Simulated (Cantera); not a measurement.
A perfectly stirred reactor is fed with CH4 : O2 : N2 = 1 : 1.25 : 4.7 (molar parts), equivalence ratio 1.6, at 0.987 atm; it is adiabatic with a 300 K inlet, and is followed from long to short residence time, starting on the burning branch (τ in s: 0.34, 0.12, 0.043, 0.015, 0.0054, 0.0019, 0.00068, 0.00024, 8.5e-05, 3e-05).

Computed with Cantera and GRI-Mech 3.0 (53 species, 325 reactions).

Question: What does this change do: inlet temperature 300 to 648 K?

Answer: 
```json
[
 {"quantity": "blow-out, bracketed by the residence times tried", "before": "burning at 1.90 ms, out at 0.680 ms", "after": "burning at 0.680 ms, out at 0.240 ms"},
 {"quantity": "x(CH4) at τ = 0.340 s", "before": "0.00293", "after": "0.000146"},
 {"quantity": "x(O2) at τ = 0.340 s", "before": "0.000193", "after": "2.96e-5"},
 {"quantity": "x(C2H6) at τ = 0.340 s", "before": "1.17e-6", "after": "3.98e-9"},
 {"quantity": "x(CH2CO) at τ = 0.340 s", "before": "6.15e-6", "after": "1.34e-7"},
 {"quantity": "x(CO2) at τ = 0.340 s", "before": "0.0385", "after": "0.0330"},
 {"quantity": "x(CH4) at τ = 1.90 ms", "before": "0.0132", "after": "0.00277"},
 {"quantity": "x(O2) at τ = 1.90 ms", "before": "0.0144", "after": "0.00248"},
 {"quantity": "x(C2H6) at τ = 1.90 ms", "before": "0.000213", "after": "4.13e-6"},
 {"quantity": "x(CH2CO) at τ = 1.90 ms", "before": "0.000242", "after": "2.58e-5"},
 {"quantity": "x(CO2) at τ = 1.90 ms", "before": "0.0297", "after": "0.0326"}
]
```
